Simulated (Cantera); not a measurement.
A perfectly stirred reactor is fed with 9.51 % CH4, 19.0 % O2, 71.5 % N2, at 0.987 atm; it is adiabatic with a 725 K inlet, and is followed from long to short residence time, starting on the burning branch (τ in s: 0.03, 0.016, 0.0086, 0.0046, 0.0024, 0.0013, 0.0007, 0.00037, 0.0002, 0.00011, 5.6e-05, 3e-05).

Detailed kinetics in Cantera: GRI-Mech 3.0 (53 species, 325 reactions).

**Question.** Predict: blow-out, bracketed by the residence times tried; x(CH4) at τ = 30.0 ms; x(O2) at τ = 30.0 ms; x(O) at τ = 30.0 ms; x(H2) at τ = 30.0 ms; x(CH4) at τ = 0.700 ms; x(O2) at τ = 0.700 ms; x(O) at τ = 0.700 ms; x(H2) at τ = 0.700 ms; x(C2H2) at τ = 0.700 ms.

**Answer.** 
| Item | Value |
|---|---|
| blow-out, bracketed by the residence times tried | burning at 56.0 µs, out at 30.0 µs |
| x(CH4) at τ = 30.0 ms | 4.41e-6 |
| x(O2) at τ = 30.0 ms | 0.0107 |
| x(O) at τ = 30.0 ms | 0.00116 |
| x(H2) at τ = 30.0 ms | 0.00791 |
| x(CH4) at τ = 0.700 ms | 9.13e-5 |
| x(O2) at τ = 0.700 ms | 0.0199 |
| x(O) at τ = 0.700 ms | 0.00380 |
| x(H2) at τ = 0.700 ms | 0.0143 |
| x(C2H2) at τ = 0.700 ms | 5.05e-8 |
